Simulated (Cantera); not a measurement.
An isothermal, constant-pressure homogeneous reactor starts with 27.3 % H2, 22.7 % O2, 50.0 % N2, equivalence ratio 0.60, at 975 K and 555 Torr.

Detailed kinetics in Cantera: the H2/O2 subset of GRI-Mech 3.0, which has no nitrogen chemistry. The temperature is held fixed by assumption; the heat of reaction is taken as removed at once.

x: mole fraction; the columns are a selection and need not sum to one.

| t (s) | x H2 | x O2 | x H2O2 | x H2O | x O | x HO2 | x H |
|---|---|---|---|---|---|---|---|
| 4.00e-5 | 0.273 | 0.227 | 4.09e-12 | 2.89e-9 | 2.17e-10 | 2.68e-9 | 1.32e-9 |
| 0.000113 | 0.273 | 0.227 | 2.22e-10 | 1.30e-7 | 6.33e-9 | 8.98e-8 | 3.78e-8 |
| 0.000321 | 0.267 | 0.225 | 5.91e-6 | 0.00511 | 0.000183 | 0.000126 | 0.00115 |
| 0.000907 | 0.110 | 0.154 | 0.000128 | 0.189 | 1.26e-7 | 0.000102 | 4.37e-7 |
| 0.00257 | 0.109 | 0.154 | 0.000178 | 0.189 | 1.31e-7 | 5.54e-5 | 4.46e-7 |
| 0.00727 | 0.109 | 0.154 | 0.000262 | 0.190 | 1.91e-7 | 6.52e-5 | 6.54e-7 |
| 0.0206 | 0.105 | 0.152 | 0.000525 | 0.194 | 3.71e-7 | 8.72e-5 | 1.28e-6 |
| 0.0583 | ___ | 0.144 | ___ | ___ | ___ | ___ | ___ |
| 0.165 | ___ | ___ | ___ | ___ | ___ | ___ | ___ |
| 0.467 | 0.00905 | 0.109 | 0.000119 | 0.305 | 2.55e-7 | 3.62e-5 | 1.84e-7 |
| 1.32 | 0.000641 | 0.106 | 3.15e-6 | 0.315 | 1.95e-8 | 5.68e-6 | 4.47e-9 |
| 3.74 | 9.64e-5 | 0.105 | 1.25e-7 | 0.316 | 1.05e-9 | 1.11e-6 | 1.93e-10 |
| 10.6 | 1.61e-5 | 0.105 | 7.99e-9 | 0.316 | 8.95e-11 | 2.60e-7 | 1.58e-11 |
| 30.0 | 1.07e-6 | 0.105 | 2.93e-10 | 0.316 | 6.06e-12 | 3.30e-8 | 1.01e-12 |

### Question
What belongs in the gaps?

### Answer

- 0.0583, x H2: 0.0871
- 0.0583, x H2O2: 0.000715
- 0.0583, x H2O: 0.214
- 0.0583, x O: 4.88e-7
- 0.0583, x HO2: 9.53e-5
- 0.0583, x H: 1.54e-6
- 0.165, x H2: 0.0485
- 0.165, x O2: 0.127
- 0.165, x H2O2: 0.000492
- 0.165, x H2O: 0.259
- 0.165, x O: 4.17e-7
- 0.165, x HO2: 7.68e-5
- 0.165, x H: 9.08e-7
